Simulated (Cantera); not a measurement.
## Equilibrium for fluorocarbon and chlorocarbon gases: C2F6 + F2

Feed: 1 mol C2F6, a varied amount of F2, at 1298.15 K and 10000 Pa.

Cantera equilibrium calculation (NASA polynomials, part measured and part estimated; ideal gas, pure solids and liquids). Candidate condensed phases: C; 13 gas species. The feed counts by its element totals alone. Gases not in the tables: C2F6 and larger saturated fluorocarbons. Rates play no part.

From 0.3 mol F2 to 0.88 mol F2 the condensed part is C(graphite). From 1.3 mol F2 to 2.6 mol F2 nothing is condensed. The main C-bearing gas is CF4 throughout.

```json
[
 {"n(F2) (mol)": "0.3", "log p CF4": "-1.00", "log p F": "-7.67", "log p F2": "<-13", "log p CF2": "-6.39", "log p CF3": "-6.48", "n C(graphite)": "0.350"},
 {"n(F2) (mol)": "0.42", "log p CF4": "-1.00", "log p F": "-7.67", "log p F2": "<-13", "log p CF2": "-6.39", "log p CF3": "-6.48", "n C(graphite)": "0.290"},
 {"n(F2) (mol)": "0.61", "log p CF4": "-1.00", "log p F": "-7.67", "log p F2": "<-13", "log p CF2": "-6.39", "log p CF3": "-6.48", "n C(graphite)": "0.195"},
 {"n(F2) (mol)": "0.88", "log p CF4": "-1.00", "log p F": "-7.67", "log p F2": "<-13", "log p CF2": "-6.39", "log p CF3": "-6.48", "n C(graphite)": "0.0600"},
 {"n(F2) (mol)": "1.3", "log p CF4": "-1.11", "log p F": "-1.65", "log p F2": "-3.28", "log p CF2": "<-13", "log p CF3": "-12.61", "n C(graphite)": "0"},
 {"n(F2) (mol)": "1.8", "log p CF4": "-1.25", "log p F": "-1.38", "log p F2": "-2.73", "log p CF2": "<-13", "log p CF3": "<-13", "n C(graphite)": "0"},
 {"n(F2) (mol)": "2.6", "log p CF4": "-1.40", "log p F": "-1.25", "log p F2": "-2.46", "log p CF2": "<-13", "log p CF3": "<-13", "n C(graphite)": "0"}
]
```
log p: log10 of the partial pressure in bar; n: condensed amount in mol.
